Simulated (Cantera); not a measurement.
A closed system holds: 1 mol B2H6, a varied amount of O2, 33 mol N2, at 677 °C and 10.0 mbar.

Method: chemical equilibrium by Gibbs-energy minimisation in Cantera with the NASA 1993 tables (ideal gas, pure condensed phases). Candidate condensed phases: B, BN, B2O3, B3O3H3, H2O; 39 gas species. The feed counts by its element totals alone. N2 is the only nitrogen source here; it is nearly inert below about 1500 K, so the nitride shown seldom forms there in practice. Gases not in the tables: H3BO3. The numbers say what is thermodynamically allowed, not how fast it happens.

Q: Which condensed phases are stable at each of these points (n(O2) (mol)): 1.1, 1.2, 1.4, 1.7, 1.9, 2.2, 2.6, 3, 3.5, 4, 4.7, 5.4?

A: 
| n(O2) (mol) | condensed phases | B condensed (%) |
|---|---|---|
| 1.1 | BN(s) + B2O3(l) | 100.0 |
| 1.2 | BN(s) + B2O3(l) | 100.0 |
| 1.4 | BN(s) + B2O3(l) | 100.0 |
| 1.7 | B2O3(l) | 100.0 |
| 1.9 | B2O3(l) | 99.9 |
| 2.2 | B2O3(l) | 99.8 |
| 2.6 | B2O3(l) | 99.7 |
| 3 | B2O3(l) | 99.5 |
| 3.5 | B2O3(l) | 99.5 |
| 4 | B2O3(l) | 99.5 |
| 4.7 | B2O3(l) | 99.5 |
| 5.4 | B2O3(l) | 99.5 |

From 1.1 mol O2 to 1.4 mol O2 the condensed part is BN(s) + B2O3(l). From 1.7 mol O2 to 5.4 mol O2 the condensed part is B2O3(l).
